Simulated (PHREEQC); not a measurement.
A solution holds 0.23 mol TMAH, 0.0012 mol H4SiO4 and 0.00015 mol KH2PO4 per kg of water, at 60 °C. Closed to the air; pH follows from the charge balance.

Computed with PHREEQC (ion-association model, phreeqc.dat).

No solid was allowed to form.

Question: What pH does the model give?

Answer: pH 12.21.

Question: In which forms is Si present?

Answer: H2SiO4-2 64 %, H3SiO4- 36 % of the Si.

(CH3)4N+ isn't in the database: it is added as a free cation with an ion size of 4 Å. At this temperature some constants are extrapolated from 25 °C, and those without enthalpy data are left unchanged.
